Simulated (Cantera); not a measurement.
An isothermal, constant-pressure homogeneous reactor starts with 2.94 % CH4, 97.1 % N2, at 1525 K and 0.540 bar.

Cantera simulation using GRI-Mech 3.0 (53 species, 325 reactions); the numbers are that mechanism's predictions, not measurements. GRI-Mech 3.0 stops at C3 and has no aromatics, soot or wall deposition, so with more carbon than oxygen in the feed, carbon stays in small species such as C2H2 where larger ones or solid carbon would form.

Question: Predict: x(CH4) at 60.0 s; x(C2H6) at 60.0 s; x(CH3) at 60.0 s; x(H2) at 60.0 s; x(H) at 60.0 s.

Answer: 
```
Quantity                                               Value
-----------------  -----------------------------------------
x(CH4) at 60.0 s   0.000395 (gas-phase equilibrium 0.000150)
x(C2H6) at 60.0 s    1.31e-8 (gas-phase equilibrium 1.97e-9)
x(CH3) at 60.0 s     1.26e-6 (gas-phase equilibrium 4.77e-7)
x(H2) at 60.0 s        0.0422 (gas-phase equilibrium 0.0426)
x(H) at 60.0 s       6.65e-6 (gas-phase equilibrium 6.69e-6)
```
